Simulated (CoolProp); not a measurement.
c-C4F8 (RC318) at several states: density (kg/m³) from the reference equation and from simpler models built on Tc = 388.4 K, pc = 27.78 bar, ω = 0.355; each cubic takes its own stable root.

Computed with CoolProp (reference Helmholtz-energy equation of state, Platzer 1990). This equation is an older, rougher fit; its heat capacities, sound speeds and derivatives of the liquid may be far off and weren't checked against measurements.

| T (K) | p (bar) | phase | reference |
|---|---|---|---|
| 283.8 | 1.28 | gas | 11.37 |
| 340.7 | 22.1 | liquid | 1320 |
| 451.8 | 126 | supercritical | 986.7 |
| 281.8 | 66.1 | liquid | 1594 |
| 370.5 | 6.23 | gas | 44.65 |

Problem. How far does each simpler model (Redlich-Kwong, Soave-Redlich-Kwong) lie from the reference over these 5 states: mean and median of the absolute difference, and the worst?

Solution. 
- Redlich-Kwong: mean 4.8 %, median 0.7 %, worst -14.6 % at 340.7 K and 22.1 bar
- Soave-Redlich-Kwong: mean 4.1 %, median 4.5 %, worst -8.9 % at 340.7 K and 22.1 bar
